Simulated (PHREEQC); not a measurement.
Dissolve 0.0039 mol/kgw HNO3, 0.045 mol/kgw AlCl3 and 6.9e-05 mol/kgw MnSO4 at 25 °C. Closed to the air; pH follows from the charge balance.

Computed with PHREEQC (ion-association model, phreeqc.dat).

Each row changes one thing in this solution. Precipitation was switched off in this run.

```csv
case,pH,Mn+2 (mol/kgw),SO4-2 (mol/kgw),HSO4- (mol/kgw),MnSO4 (mol/kgw),Mn(NO3)2 (mol/kgw)
as made,2.51,5.93e-5,9.77e-6,1.04e-6,7.51e-9,4.47e-10
HNO3 from 0.0039 to 0.039 mol/kgw,1.52,5.96e-5,9.19e-6,9.22e-6,6.48e-9,4.16e-8
HNO3 from 0.0039 to 0.0078 mol/kgw,2.21,5.94e-5,9.70e-6,2.04e-6,7.38e-9,1.77e-9
AlCl3 left out,2.44,6.86e-5,5.32e-5,1.54e-5,3.77e-7,2.75e-9
temperature from 25 to 75 °C,2.43,___,7.56e-6,3.11e-6,1.06e-8,___
0.063 mol/kgw NaCl added,2.51,5.63e-5,1.09e-5,1.07e-6,6.81e-9,3.72e-10
```

Fill in the missing entries.


- temperature from 25 to 75 °C, Mn+2 (mol/kgw): 6.03e-5
- temperature from 25 to 75 °C, Mn(NO3)2 (mol/kgw): 3.43e-10

Away from 25 °C the constants follow the database's enthalpies or fits; those with neither stay at their 25 °C values.
